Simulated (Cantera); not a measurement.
An adiabatic, constant-pressure homogeneous reactor starts with C3H8 : O2 : N2 = 1 : 2.38 : 8.95 (molar parts), equivalence ratio 2.1, at 1798 K and 4.93 atm.

Cantera simulation using GRI-Mech 3.0 (53 species, 325 reactions); the numbers are that mechanism's predictions, not measurements. GRI-Mech 3.0 was tuned for natural gas; its chemistry of propane as a main component is partial and can be far from experiment.

Predict: time of steepest temperature rise; temperature at 1.00 s; equilibrium temperature; x(O2) at 1.00 s; x(O) at 1.00 s; x(H2O) at 1.00 s; x(HCN) at 1.00 s.

time of steepest temperature rise: 4.47 µs
temperature at 1.00 s: 2792 K
equilibrium temperature: 2792 K
x(O2) at 1.00 s: 3.39e-5 (gas-phase equilibrium 3.39e-5)
x(O) at 1.00 s: 0.000138 (gas-phase equilibrium 0.000138)
x(H2O) at 1.00 s: 0.0913 (gas-phase equilibrium 0.0913)
x(HCN) at 1.00 s: 8.32e-7 (gas-phase equilibrium 8.32e-7)
